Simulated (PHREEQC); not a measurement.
Consider water at 25 °C with 0.003 mol/kgw NaHSO4. Closed to the air; pH follows from the charge balance.

The numbers come from PHREEQC with the Pitzer model, pitzer.dat.

This is a speciation only: nothing precipitates in the calculation.

**Question.** What pH, ionic strength, osmotic coefficient does the model give?

**Answer.** pH 2.63; ionic strength 0.00815 mol/kgw; osmotic coefficient 0.941.

**Question.** In which forms is S present?

**Answer.** SO4-2 86 %, HSO4- 14 % of the S.
